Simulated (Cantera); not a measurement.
Cantera run, input and output.

```python
import numpy as np
import cantera as ct

gas = ct.Solution("gri30.yaml")
gas.TPX = 1748, 810000, {'CH4': 1, 'C2H6': 0.11, 'C3H8': 0.043, 'O2': 1.24, 'N2': 4.66}
reactor = ct.IdealGasReactor(gas, energy="on", clone=False)
net = ct.ReactorNet([reactor])
net.rtol, net.atol = 1e-08, 1e-16
show = ['CH4', 'C2H6', 'C3H8', 'C2H2', 'NO']
times = np.geomspace(4e-06, 0.3, 12)

steps = ct.SolutionArray(gas, extra=["t"])
rows = []
print(f"{'t/s':>10s}{'T/K':>9s}{'P/Pa':>11s}" + "".join(f"{s:>11s}" for s in show))
for t in times:
    while net.time < t:
        t_next = net.step()
        steps.append(gas.state, t=t_next)
    rows.append([np.interp(t, steps.t, y) for y in (steps.T, steps.P, *steps(*show).X.T)])
    print(f"{t:10.3e}{rows[-1][0]:9.1f}{rows[-1][1]:11.4g}" + "".join(f"{x:11.3e}" for x in rows[-1][2:]))
rate = np.gradient(steps.T, steps.t)
print("integrator steps:", len(steps.t))
if steps.T.max() > steps.T[0] + 200:
    print(f"time of steepest temperature rise: {steps.t[rate.argmax()]:.4e} s")
gas.TPX = 1748, 810000, {'CH4': 1, 'C2H6': 0.11, 'C3H8': 0.043, 'O2': 1.24, 'N2': 4.66}
gas.equilibrate("UV")
print(f"equilibrium (UV): T = {gas.T:.1f} K  " + "  ".join(f"{s} {gas[s].X[0]:.3e}" for s in show))
```

Result:

```
       t/s      T/K       P/Pa        CH4       C2H6       C3H8       C2H2         NO
 4.000e-06   1776.8  8.342e+05  1.286e-01  1.116e-02  2.236e-03  1.555e-04  4.925e-10
 1.110e-05   3011.7  1.693e+06  2.206e-04  1.042e-08  1.707e-12  6.356e-04  3.956e-04
 3.079e-05   2985.2  1.686e+06  1.083e-09  3.850e-19  3.116e-28  9.427e-12  7.581e-04
 8.543e-05   2986.1  1.686e+06  1.065e-09  3.733e-19  2.980e-28  9.257e-12  6.477e-04
 2.370e-04   2986.4  1.686e+06  1.060e-09  3.702e-19  2.946e-28  9.216e-12  6.091e-04
 6.577e-04   2986.4  1.686e+06  1.060e-09  3.701e-19  2.945e-28  9.214e-12  6.079e-04
 1.825e-03   2986.4  1.686e+06  1.060e-09  3.701e-19  2.945e-28  9.214e-12  6.079e-04
 5.063e-03   2986.4  1.686e+06  1.060e-09  3.701e-19  2.945e-28  9.214e-12  6.079e-04
 1.405e-02   2986.4  1.686e+06  1.060e-09  3.701e-19  2.945e-28  9.214e-12  6.079e-04
 3.897e-02   2986.4  1.686e+06  1.060e-09  3.701e-19  2.945e-28  9.214e-12  6.079e-04
 1.081e-01   2986.4  1.686e+06  1.060e-09  3.701e-19  2.945e-28  9.214e-12  6.079e-04
 3.000e-01   2986.4  1.686e+06  1.060e-09  3.701e-19  2.945e-28  9.214e-12  6.079e-04
integrator steps: 1598
time of steepest temperature rise: 8.6018e-06 s
equilibrium (UV): T = 2986.4 K  CH4 1.185e-09  C2H6 4.530e-19  C3H8 3.932e-28  C2H2 1.007e-11  NO 6.079e-04
```

Detailed kinetics in Cantera: GRI-Mech 3.0 (53 species, 325 reactions). Above 3000 K some thermodynamic fits are extrapolated.
